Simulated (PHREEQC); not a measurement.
Make-up at 55 °C: 0.0042 mol/kgw HCl and 0.00026 mol/kgw Na2SO4. Closed to the air; pH follows from the charge balance.

Computed with PHREEQC (ion-association model, wateq4f.dat).

This is a speciation only: nothing precipitates in the calculation.

**Question.** Order these S species by the share of S that they hold, largest first: NaSO4-, SO4-2, HSO4-.

**Answer.** SO4-2 (62 %), HSO4- (38 %), NaSO4- (0.14 %)

The pH is 2.42 and the ionic strength 0.00478 mol/kgw. At this temperature some constants are extrapolated from 25 °C, and those without enthalpy data are left unchanged.
